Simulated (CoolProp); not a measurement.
Vapour-liquid equilibrium of propylene (1) + R152A (2) at 3.55 bar; x and y are mole fractions of (1).

Values from CoolProp's multi-fluid Helmholtz-energy mixture model, Lemmon 2013 and Outcalt 1996; pair parameters Bell 2016.

```tsv
x	bubble temperature, mixture model (K)	bubble temperature, Raoult's law (K)	y, mixture model	y, Raoult's law
0.05	277.3	280.1	0.167	0.101
0.2	268.2	275.5	0.468	0.353
0.35	263.2	271.4	0.614	0.546
0.5	260.4	267.7	0.700	0.696
0.65	258.7	264.3	0.767	0.813
0.8	257.6	261.2	0.839	0.905
0.95	257.3	258.4	0.947	0.979
```

The largest gap from Raoult's law is -8.2 K in bubble temperature, at x = 0.35. y crosses x between x = 0.8 and 0.95: the model has an azeotrope there.

Pair parameters are fitted to limited data, so mixtures are less certain than the pure fluids.
